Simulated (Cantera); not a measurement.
Feed: 1 mol AlCl₃, a varied amount of O₂, 8.3 mol N₂, at 775 K and 0.133 bar.

Method: chemical equilibrium by Gibbs-energy minimisation in Cantera with the NASA 1993 tables (ideal gas, pure condensed phases). Candidate condensed phases: Al, AlCl₃, AlN, Al₂O₃; 24 gas species. Condensed phases not in the tables: AlOCl. The numbers say what is thermodynamically allowed, not how fast it happens.

x: gas mole fraction; n: condensed amount in mol.

| n(O₂) (mol) | x N₂ | x O₂ | x Cl₂ | x AlCl₃ | x Al₂Cl₆ | n Al₂O₃(s) |
|---|---|---|---|---|---|---|
| 0.3 | 0.876 | <1e-12 | 0.0633 | 0.0580 | 0.00266 | 0.200 |
| 0.61 | 0.855 | <1e-12 | 0.126 | 0.0187 | 0.000276 | 0.407 |
| 0.92 | 0.832 | 0.0171 | 0.150 | 7.09e-12 | <1e-12 | 0.500 |
| 1.2 | 0.810 | ? | 0.146 | ? | <1e-12 | 0.500 |
| 1.5 | 0.787 | ? | 0.142 | ? | <1e-12 | 0.500 |
| 1.9 | 0.758 | 0.105 | 0.137 | 1.58e-12 | <1e-12 | 0.500 |
| 2.2 | 0.738 | 0.129 | 0.133 | 1.30e-12 | <1e-12 | 0.500 |
| 2.5 | 0.719 | 0.152 | 0.130 | 1.11e-12 | <1e-12 | 0.500 |
| 2.8 | 0.700 | 0.173 | 0.127 | <1e-12 | <1e-12 | 0.500 |
| 3.1 | 0.683 | 0.193 | 0.123 | <1e-12 | <1e-12 | 0.500 |

Problem. What belongs in the gaps?

Solution. 
- 1.5, x O₂: 0.0711
- 1.5, x AlCl₃: 2.23e-12
- 1.2, x O₂: 0.0439
- 1.2, x AlCl₃: 3.35e-12
